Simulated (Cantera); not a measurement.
Mixture: CH4 : H2 : O2 : N2 = 1 : 0.088 : 2.35 : 8.83 (molar parts), at 1.00 atm, adiabatic and at constant volume. Ignition delay is the time to a rise of 400 K.

Computed with Cantera and GRI-Mech 3.0 (53 species, 325 reactions). Below about 1000 K GRI-Mech 3.0 lacks low-temperature oxidation paths. Below about 950 K walls govern HO2 and H2O2 in real vessels.

Question: Predict: delay at 925 K; delay at 1025 K; delay at 1125 K; delay at 1225 K; delay at 1325 K; apparent activation energy between 1275 and 1375 K.

Answer: 
- delay at 925 K = 0.429 s
- delay at 1025 K = 0.123 s
- delay at 1125 K = 39.1 ms
- delay at 1225 K = 12.0 ms
- delay at 1325 K = 3.85 ms
- apparent activation energy between 1275 and 1375 K = 160 kJ/mol
